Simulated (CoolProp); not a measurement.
Aqueous sodium chloride as a coolant, at -3 °C, 1 atm.

Computed with CoolProp (Melinder's fits for secondary coolants).

| mass % | freezing point (°C) | density (kg/m³) | Prandtl number | viscosity (mPa s) | cp (kJ/(kg K)) |
|---|---|---|---|---|---|
| 6.7 | -4.2 | 1052 | 14.8 | 2.14 | 3.825 |
| 9.8 | -6.4 | 1076 | 15.2 | 2.27 | 3.690 |
| 12.8 | -8.9 | 1100 | 15.9 | 2.43 | 3.581 |
| 15.9 | -11.8 | 1125 | 16.8 | 2.64 | 3.486 |
| 18.9 | -15.1 | 1149 | 18.0 | 2.88 | 3.405 |
| 22 | -19.1 | 1174 | 19.6 | 3.19 | 3.330 |
